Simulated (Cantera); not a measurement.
Cantera run:

```python
import numpy as np
import cantera as ct

gas_names = """
    H HI HNO HNO2 HNO3 HO2 H2 H2O H2O2 I I2 Mg MgH MgI MgI2 MgN MgO MgOH MgO2H2 Mg2 N NH NH2 NH3 NH2OH
    NO NO2 NO3 N2 N2H2 N2H4 N2O O OH O2 O3
""".split()
cond_names = """
    H2O(s) H2O(L) I2(cr) I2(L) Mg(cr) Mg(L) MgI2(s) MgI2(L) MgO(s) MgO(L) MgO2H2(s)
""".split()


# ... load() reads the species with a 1 bar reference pressure and builds the phases ...
atoms = {
    'MgO': {'Mg': 1, 'O': 1},
    'HI': {'H': 1, 'I': 1},
    'N2': {'N': 2},
}
top_T = {}  # K; cautious upper limits of use, not melting points


# ... equilibrate(T, P, feed) seeds the gas with the atoms and calls Mixture.equilibrate('TP', solver="vcs", rtol=1e-11, max_steps=5000) ...
results = []
feed = {'MgO': 1, 'HI': 1.5, 'N2': 0.26}  # mol
P = 18000  # Pa
for T in [1050, 1100, 1150, 1200, 1250, 1300, 1350, 1400, 1450, 1500, 1550, 1600]:
    mix = equilibrate(T, P, feed)
    results.append((T, P, feed, dict(zip(mix.species_names, mix.species_moles))))
    x = sorted(zip(gas.X, gas.species_names), reverse=True)
    print(f"T = {T:g} K  P = {P:g} Pa  gas = {mix.phase_moles(0):.4g} mol")
    print("   x: " + "  ".join(f"{s} {v:.3e}" for v, s in x if v > 0.0001))
    print("   condensed (mol): " + ("  ".join(f"{mix.phase(i).name} {mix.phase_moles(i):.4g}"
          for i in range(1, mix.n_phases) if mix.phase_moles(i) > 1e-12) or "none"))
```

Output:

```
T = 1050 K  P = 18000 Pa  gas = 1.817 mol
   x: HI 5.638e-01  N2 1.431e-01  H2 1.256e-01  I2 9.437e-02  I 6.246e-02  H2O 5.357e-03  MgI2 5.357e-03
   condensed (mol): MgO(s) 0.9903
T = 1100 K  P = 18000 Pa  gas = 1.843 mol
   x: HI 5.357e-01  N2 1.411e-01  H2 1.319e-01  I 8.963e-02  I2 8.710e-02  H2O 7.295e-03  MgI2 7.295e-03
   condensed (mol): MgO(s) 0.9866
T = 1150 K  P = 18000 Pa  gas = 1.875 mol
   x: HI 5.032e-01  H2 1.390e-01  N2 1.387e-01  I 1.223e-01  I2 7.785e-02  H2O 9.502e-03  MgI2 9.502e-03
   condensed (mol): MgO(s) 0.9822
T = 1200 K  P = 18000 Pa  gas = 1.912 mol
   x: HI 4.668e-01  I 1.592e-01  H2 1.469e-01  N2 1.360e-01  I2 6.732e-02  H2O 1.188e-02  MgI2 1.188e-02
   condensed (mol): MgO(s) 0.9773
T = 1250 K  P = 18000 Pa  gas = 1.954 mol
   x: HI 4.277e-01  I 1.986e-01  H2 1.557e-01  N2 1.331e-01  I2 5.637e-02  H2O 1.429e-02  MgI2 1.429e-02
   condensed (mol): MgO(s) 0.9721
T = 1300 K  P = 18000 Pa  gas = 1.998 mol
   x: HI 3.871e-01  I 2.385e-01  H2 1.651e-01  N2 1.301e-01  I2 4.586e-02  H2O 1.662e-02  MgI2 1.662e-02
   condensed (mol): MgO(s) 0.9668
T = 1350 K  P = 18000 Pa  gas = 2.043 mol
   x: HI 3.467e-01  I 2.771e-01  H2 1.750e-01  N2 1.273e-01  I2 3.641e-02  H2O 1.875e-02  MgI2 1.875e-02
   condensed (mol): MgO(s) 0.9617
T = 1400 K  P = 18000 Pa  gas = 2.087 mol
   x: I 3.131e-01  HI 3.078e-01  H2 1.849e-01  N2 1.246e-01  I2 2.838e-02  H2O 2.059e-02  MgI2 2.059e-02
   condensed (mol): MgO(s) 0.957
T = 1450 K  P = 18000 Pa  gas = 2.128 mol
   x: I 3.457e-01  HI 2.713e-01  H2 1.947e-01  N2 1.222e-01  H2O 2.211e-02  MgI2 2.211e-02  I2 2.184e-02
   condensed (mol): MgO(s) 0.9529
T = 1500 K  P = 18000 Pa  gas = 2.166 mol
   x: I 3.746e-01  HI 2.381e-01  H2 2.040e-01  N2 1.201e-01  H2O 2.331e-02  MgI2 2.329e-02  I2 1.669e-02
   condensed (mol): MgO(s) 0.9495
T = 1550 K  P = 18000 Pa  gas = 2.2 mol
   x: I 3.998e-01  H2 2.126e-01  HI 2.083e-01  N2 1.182e-01  H2O 2.419e-02  MgI2 2.415e-02  I2 1.272e-02
   condensed (mol): MgO(s) 0.9468
T = 1600 K  P = 18000 Pa  gas = 2.23 mol
   x: I 4.216e-01  H2 2.204e-01  HI 1.820e-01  N2 1.166e-01  H2O 2.480e-02  MgI2 2.472e-02  I2 9.697e-03
   condensed (mol): MgO(s) 0.9447
```

Method: chemical equilibrium by Gibbs-energy minimisation in Cantera with the NASA 1993 tables (ideal gas, pure condensed phases).
